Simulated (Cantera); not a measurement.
A closed system holds: 1 mol TiCl₄, 0.49 mol H₂O, 250 mol H₂, held at 93000 Pa.

These are equilibrium values from Cantera (NASA tables, ideal gas, pure condensed phases), not measurements of a reactor. Candidate condensed phases: H₂O, Ti, TiCl₂, TiCl₃, TiCl₄, TiO, TiO₂, Ti₂O₃, Ti₃O₅, Ti₄O₇; 23 gas species. Mutual solubility and eutectic melting of coexisting phases are not modelled. The tables' values for TiCl₂ are old estimates; treat these amounts as uncertain. TiO: taken at fixed stoichiometry. Condensed phases not in the tables: TiOCl. Equilibrium is a limit: real reactors are often held back by kinetics, nucleation or transport.

x: gas mole fraction; n: condensed amount in mol.

```
T (K)   x H₂    x HCl  x TiCl₃   x TiCl₄   x TiCl₂         x H  n Ti₂O₃(s)  n TiO(s)
-----  -----  -------  -------  --------  --------  ----------  ----------  --------
1073   0.991  0.00647  0.00128   0.00139   1.92e-7  (withheld)       0.163         0
1173   0.990  0.00755  0.00184  0.000698   1.67e-6  (withheld)       0.131    0.0983
1273   0.988  0.00950  0.00172  0.000297   6.39e-6  (withheld)           0     0.490
1373   0.988  0.00968  0.00186  0.000138   2.75e-5  (withheld)           0     0.490
1473   0.988  0.00981  0.00187   6.65e-5   9.08e-5  (withheld)           0     0.490
1573   0.988  0.00999  0.00175   3.32e-5  0.000239  (withheld)           0     0.490
1673   0.988   0.0103  0.00150   1.66e-5  0.000502  (withheld)           0     0.490
```

Task: Fill in the missing entries.

Result: 
- 1073, x H: 1.45e-8
- 1173, x H: 1.22e-7
- 1273, x H: 7.35e-7
- 1373, x H: 3.43e-6
- 1473, x H: 1.30e-5
- 1573, x H: 4.19e-5
- 1673, x H: 0.000117
